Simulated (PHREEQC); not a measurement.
A solution holds 0.011 mol ZnSO4 and 0.071 mol MgSO4 per kg of water, at 25 °C. Closed to the air; pH follows from the charge balance.

The numbers come from PHREEQC with the ion-association model, wateq4f.dat.

| quantity | before | after |
|---|---|---|
| pH | 6.02 | 6.25 |
| ionic strength (mol/kgw) | 0.161 | 0.183 |
| SO4-2 (mol/kgw) | 0.0388 | 0.0440 |
| MgSO4 (mol/kgw) | 0.0355 | 0.0300 |
| Mg+2 (mol/kgw) | 0.0355 | 0.0410 |
| Zn+2 (mol/kgw) | 0.00484 | 0.00477 |
| SI of Epsomite (MgSO4:7H2O) | -1.67 | -1.46 |
| SI of Zincite(c) (ZnO) | -1.87 | -2.27 |

Question: What was changed between the two runs?
(A) diluted 100-fold with water
(B) temperature from 25 to 10 °C
(C) MgSO4 from 0.071 to 0.0781 mol/kgw
(D) ZnSO4 from 0.011 to 0.0055 mol/kgw
(E) ZnSO4 from 0.011 to 0.0165 mol/kgw

Answer: B, temperature from 25 to 10 °C

Precipitation was switched off in this run. Away from 25 °C the constants follow the database's enthalpies or fits; those with neither stay at their 25 °C values.
